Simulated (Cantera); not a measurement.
A closed system holds: 1 mol borazine, 17 mol H₂O, 3.2 mol N₂.

These are equilibrium values from Cantera (NASA tables, ideal gas, pure condensed phases), not measurements of a reactor. Candidate condensed phases: B, BN, B₂O₃, B₃O₃H₃, H₂O; 39 gas species. The feed counts by its element totals alone. Gases not in the tables: H₃BO₃. Kinetics and transport are ignored.

Stable condensed phases, one row left out:

```
T in °C \ P in Pa
             10     46    220   1000   4600  22000 100000
   1377       A      A      A      A      A      A      B
   1177       A      A      A      B      B      B      B
   1077       A      A      B      B      B      B      B
    977       B      B      B      B      B      B      B
    877       B      B      B      B      B      B      B
    777       B      B      B      B      B      B      B
    677       B      B      B      B      B      B      B
    577       B      B      B      B      B      B      B
```

A: gas only; B: B₂O₃.

**Question.** Give the row for 1277 °C.

**Answer.** 10: gas only; 46: gas only; 220: gas only; 1000: gas only; 4600: gas only; 22000: B₂O₃; 100000: B₂O₃.
